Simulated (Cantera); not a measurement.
Gas mixture: 80.2 % O2, 19.8 % CO2, at 13300 Pa, frozen composition.

Cantera's kinetic-theory transport with the Lennard-Jones parameters of GRI-Mech 3.0, ideal gas; thermal conductivity in the multicomponent form.

One state of this run: ρ (kg/m³) = 0.100; cp (J/kg/K) = 1002; μ (µPa s) = 30.6; λ (mW/m/K) = 42.9; Pr = 0.714; D (cm²/s) CH4 = 4.73; D (cm²/s) NH3 = 4.95; D (cm²/s) H2 = 16.5. D: mixture-averaged diffusion coefficient of that species in the mixture.

Which value of T (K) does it belong to?
(A) 1150
(B) 850
(C) 550
(D) 700

C, 550
